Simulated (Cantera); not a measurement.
Charge: 1 mol TiC, 0.014 mol C, 7.6 mol N₂, at 0.0990 bar.

Cantera equilibrium calculation (NASA polynomials, part measured and part estimated; ideal gas, pure solids and liquids). Candidate condensed phases: C, Ti, TiC, TiN; 13 gas species. TiC: taken at fixed stoichiometry. Kinetics and transport are ignored.

Problem. Which condensed phases are stable at each of these points (T (K)): 2125, 2175, 2225, 2275, 2325, 2375, 2425, 2475, 2525, 2575, 2625, 2675, 2725, 2775?

Solution. 
| T (K) | condensed phases | Ti condensed (%) |
|---|---|---|
| 2125 | C(graphite) + TiC(s) | 100.0 |
| 2175 | C(graphite) + TiC(s) | 100.0 |
| 2225 | C(graphite) + TiC(s) | 100.0 |
| 2275 | C(graphite) + TiC(s) | 100.0 |
| 2325 | C(graphite) + TiC(s) | 100.0 |
| 2375 | C(graphite) + TiC(s) | 100.0 |
| 2425 | C(graphite) + TiC(s) | 100.0 |
| 2475 | C(graphite) + TiC(s) | 100.0 |
| 2525 | C(graphite) + TiC(s) | 100.0 |
| 2575 | C(graphite) + TiC(s) | 100.0 |
| 2625 | C(graphite) + TiC(s) | 99.9 |
| 2675 | C(graphite) + TiC(s) | 99.9 |
| 2725 | TiC(s) | 99.8 |
| 2775 | TiC(s) | 99.6 |

From 2125 K to 2675 K the condensed part is C(graphite) + TiC(s). From 2725 K to 2775 K the condensed part is TiC(s).
